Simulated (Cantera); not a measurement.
A freely propagating, adiabatic, planar premixed flame of H₂ : O₂ : N₂ = 1 : 0.417 : 1.57 (molar parts), equivalence ratio 1.2, unburnt at 398 K and 0.440 bar; mixture-averaged transport, grid criteria slope 0.08 and curve 0.16, no radiation.

Cantera simulation using the H2/O2 subset of GRI-Mech 3.0, which has no nitrogen chemistry; the numbers are that mechanism's predictions, not measurements. Burning velocities carry a grid error of a few per cent, more on coarse grids.

**Question.** How do the results move with these cheaper or finer settings: unity-Lewis-number transport; multicomponent transport; multicomponent+Soret transport; grid criteria slope 0.5, curve 1; grid criteria slope 0.25, curve 0.5; grid criteria slope 0.03, curve 0.06?

**Answer.** 
```csv
setting,laminar burning velocity,thermal thickness,peak x(H),peak x(HO₂),grid points
as above,394 cm/s,1.17 mm,0.0773,0.000262,136
unity-Lewis-number transport,249 cm/s,0.924 mm,0.0831,0.000191,113
multicomponent transport,386 cm/s,1.17 mm,0.0770,0.000262,136
multicomponent+Soret transport,364 cm/s,1.14 mm,0.0749,0.000262,136
"grid criteria slope 0.5, curve 1",424 cm/s,1.47 mm,0.0763,0.000239,40
"grid criteria slope 0.25, curve 0.5",405 cm/s,1.26 mm,0.0777,0.000256,68
"grid criteria slope 0.03, curve 0.06",392 cm/s,1.15 mm,0.0772,0.000263,282
```
The base run took very roughly 1.7 core-seconds.
Unity Lewis numbers drop preferential diffusion, which matters most where H2 and H carry the flame; Soret adds thermal diffusion.
